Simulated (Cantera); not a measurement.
A Cantera script and what it prints.

```python
import numpy as np
import cantera as ct

gas_names = [...]  # 115 gases of nasa_gas.yaml made of C, Ca, H, O
cond_names = """
    C(gr) C6H6(L) C7H8(L) C8H18(L),n-octa Ca(a) Ca(b) Ca(L) CaCO3(caL) CaO(s) CaO(L) CaO2H2(s) H2O(s)
    H2O(L)
""".split()


# ... load() reads the species with a 1 bar reference pressure and builds the phases ...
atoms = {
    'Ca(OH)2': {'Ca': 1, 'O': 2, 'H': 2},
    'C': {'C': 1},
    'CO2': {'C': 1, 'O': 2},
}
top_T = {'C(gr)': 4500}  # K; cautious upper limits of use, not melting points


# ... equilibrate(T, P, feed) seeds the gas with the atoms and calls Mixture.equilibrate('TP', solver="vcs", rtol=1e-11, max_steps=5000) ...
results = []
feed = {'Ca(OH)2': 1, 'C': 0.036, 'CO2': 7.1}  # mol
T = 725  # K
P = 5000  # Pa
mix = equilibrate(T, P, feed)
results.append((T, P, feed, dict(zip(mix.species_names, mix.species_moles))))
x = sorted(zip(gas.X, gas.species_names), reverse=True)
print(f"T = {T:g} K  P = {P:g} Pa  gas = {mix.phase_moles(0):.4g} mol")
print("   x: " + "  ".join(f"{s} {v:.3e}" for v, s in x if v > 1e-06))
print("   condensed (mol): " + ("  ".join(f"{mix.phase(i).name} {mix.phase_moles(i):.4g}"
      for i in range(1, mix.n_phases) if mix.phase_moles(i) > 1e-12) or "none"))
```

It prints:

```
T = 725 K  P = 5000 Pa  gas = 7.136 mol
   x: CO2 8.552e-01  H2O 1.347e-01  H2 5.473e-03  CO 4.617e-03
   condensed (mol): CaCO3(caL) 1
```

These are equilibrium values from Cantera (NASA tables, ideal gas, pure condensed phases), not measurements of a reactor.
